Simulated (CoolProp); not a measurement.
n-perfluoropentane at several states: density (kg/m³) from the reference equation and from simpler models built on Tc = 147.9 °C, pc = 20.63 bar, ω = 0.436; each cubic takes its own stable root.

Values from CoolProp's reference Helmholtz-energy equation of state, Gao 2022.

```json
[
 {"T (°C)": "17.25", "p (bar)": "0.316", "phase": "gas", "reference": "3.844", "van der Waals": "3.811", "Peng-Robinson": "3.841"},
 {"T (°C)": "61.15", "p (bar)": "3.17", "phase": "liquid", "reference": "1476", "van der Waals": "35.91", "Peng-Robinson": "1533"},
 {"T (°C)": "-81.45", "p (bar)": "43.2", "phase": "liquid", "reference": "1930", "van der Waals": "1165", "Peng-Robinson": "1978"},
 {"T (°C)": "37.45", "p (bar)": "13.6", "phase": "liquid", "reference": "1571", "van der Waals": "956.2", "Peng-Robinson": "1655"},
 {"T (°C)": "65.25", "p (bar)": "4.13", "phase": "liquid", "reference": "1460", "van der Waals": "47.54", "Peng-Robinson": "1514"}
]
```

At some of these states van der Waals gives the other phase, because its saturation line lies elsewhere.
